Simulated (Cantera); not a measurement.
A closed system holds: 1 mol Fe2O3, 82 mol H2, 7.7 mol H2O, at 975 °C and 15.0 Pa.

These are equilibrium values from Cantera (NASA tables, ideal gas, pure condensed phases), not measurements of a reactor. Candidate condensed phases: Fe, FeO, Fe(OH)2, Fe(OH)3, Fe2O3, Fe3O4, H2O; 12 gas species. Kinetics and transport are ignored.

Base state: H2 0.881, H2O 0.119, H 3.58e-5 (mole fractions); condensed: Fe(γ).

What changes in the equilibrium state with this change: Fe2O3 replaced by Cr2O3?


```tsv
species	before	after
H2	0.881	0.914
H2O	0.119	0.0858
H	3.58e-5	3.65e-5
Fe(γ), mol	2.00	0
Cr2O3(s), mol	0	1.00
```
Further candidate phases: Cr, Cr2O3.
